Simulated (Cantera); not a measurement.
Catalytic combustion on Pt

An isothermal plug-flow reactor at 848 K and 2.57 atm (inlet), inlet velocity 0.058 m/s, active area per volume 240 1/m; feed CH₄ : O₂ : N₂ : H₂O = 0.024 : 0.011 : 0.79 : 0.041 (molar parts), equivalence ratio 4.4.

Computed with Cantera and Deutschmann's 1995 Pt surface mechanism with GRI-Mech 3.0 gas chemistry. Catalytic surfaces can have several steady states; this one follows from the mechanism file's or the stated starting coverage. Mass transfer to the wall is taken as infinitely fast.

```csv
z (m),x CH₄,x O₂,x H₂O,x CO₂,x CO,θ free Pt,θ H*,θ CO*,θ C*
0.00028,0.0232,0.00570,0.0560,0.000743,0.00368,0.148,0.000938,0.210,0.641
0.00061,0.0226,0.00480,0.0572,0.000743,0.00431,0.0989,0.00108,0.109,0.791
0.0013,0.0221,0.00408,0.0581,0.000743,0.00483,0.0674,0.00112,0.0562,0.875
0.0028,0.0216,0.00346,0.0589,0.000743,0.00528,0.0460,0.00112,0.0286,0.924
0.0061,0.0212,0.00292,0.0595,0.000742,0.00569,0.0314,0.00108,0.0143,0.953
0.013,0.0208,0.00247,0.0600,0.000742,0.00604,0.0217,0.00103,0.00727,0.970
0.028,0.0205,0.00207,0.0605,0.000742,0.00636,0.0150,0.000954,0.00363,0.980
```
x: gas mole fraction; θ: surface coverage.
